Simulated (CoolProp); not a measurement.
Vapour-liquid equilibrium of R22 (1) + methanol (2) at 1.08 bar; x and y are mole fractions of (1).

Values from CoolProp's multi-fluid Helmholtz-energy mixture model, Kamei 1995 and de Reuck 1993; pair parameters Bell 2016.

```json
[
 {"x": "0.05", "bubble temperature, mixture model (°C)": "27.2", "bubble temperature, Raoult's law (°C)": "39.3", "y, mixture model": "?", "y, Raoult's law": "0.698"},
 {"x": "0.15", "bubble temperature, mixture model (°C)": "-3.8", "bubble temperature, Raoult's law (°C)": "9.9", "y, mixture model": "0.973", "y, Raoult's law": "0.942"},
 {"x": "0.25", "bubble temperature, mixture model (°C)": "?", "bubble temperature, Raoult's law (°C)": "-4.9", "y, mixture model": "0.989", "y, Raoult's law": "0.979"},
 {"x": "0.35", "bubble temperature, mixture model (°C)": "?", "bubble temperature, Raoult's law (°C)": "-14.1", "y, mixture model": "0.994", "y, Raoult's law": "0.991"},
 {"x": "0.45", "bubble temperature, mixture model (°C)": "-26.8", "bubble temperature, Raoult's law (°C)": "-20.7", "y, mixture model": "?", "y, Raoult's law": "0.995"},
 {"x": "0.55", "bubble temperature, mixture model (°C)": "?", "bubble temperature, Raoult's law (°C)": "-25.7", "y, mixture model": "0.997", "y, Raoult's law": "0.997"},
 {"x": "0.65", "bubble temperature, mixture model (°C)": "-32.3", "bubble temperature, Raoult's law (°C)": "-29.7", "y, mixture model": "0.998", "y, Raoult's law": "0.998"},
 {"x": "0.75", "bubble temperature, mixture model (°C)": "-34.4", "bubble temperature, Raoult's law (°C)": "-33.0", "y, mixture model": "0.999", "y, Raoult's law": "0.999"},
 {"x": "0.85", "bubble temperature, mixture model (°C)": "?", "bubble temperature, Raoult's law (°C)": "-35.9", "y, mixture model": "0.999", "y, Raoult's law": "1.000"},
 {"x": "0.95", "bubble temperature, mixture model (°C)": "-38.4", "bubble temperature, Raoult's law (°C)": "-38.3", "y, mixture model": "1.000", "y, Raoult's law": "1.000"}
]
```

**Question.** Fill in the missing entries.

**Answer.** 
- 0.05, y, mixture model: 0.828
- 0.25, bubble temperature, mixture model (°C): -15.8
- 0.35, bubble temperature, mixture model (°C): -22.5
- 0.45, y, mixture model: 0.996
- 0.55, bubble temperature, mixture model (°C): -29.9
- 0.85, bubble temperature, mixture model (°C): -36.4

The largest gap from Raoult's law is -13.7 K in bubble temperature, at x = 0.15. No azeotrope shows between x = 0.05 and 0.95.

The pair parameters rest on a limited set of measurements; away from them the model extrapolates. With so large a gap from Raoult's law the liquid may split in two, which this calculation doesn't test in full.
